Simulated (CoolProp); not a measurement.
2000 sccm (0 °C, 1 atm) of nitrogen bubbles through liquid methanol at 305 K and leaves saturated at a total pressure of 0.15 MPa (ideal gas phase). Each further row changes one setting.

Model: reference Helmholtz-energy equation of state, de Reuck 1993, in CoolProp.

```
case                    vapour pressure (kPa)  mole fraction of vapour  delivery (mg/min)  delivery (sccm)  change of delivery for a bath 1 K warmer (%)
----------------------  ---------------------  -----------------------  -----------------  ---------------  --------------------------------------------
as stated                                24.0                      [?]                545              [?]                                           6.1
bath temperature 310 K                    [?]                      [?]                733              513                                           [?]
total pressure 0.3 MPa                   24.0                   0.0801                249              [?]                                           [?]
```

Complete the blanks.


- as stated, mole fraction of vapour: 0.160
- as stated, delivery (sccm): 381
- bath temperature 310 K, vapour pressure (kPa): 30.6
- bath temperature 310 K, mole fraction of vapour: 0.204
- bath temperature 310 K, change of delivery for a bath 1 K warmer (%): 6.2
- total pressure 0.3 MPa, delivery (sccm): 174
- total pressure 0.3 MPa, change of delivery for a bath 1 K warmer (%): 5.5
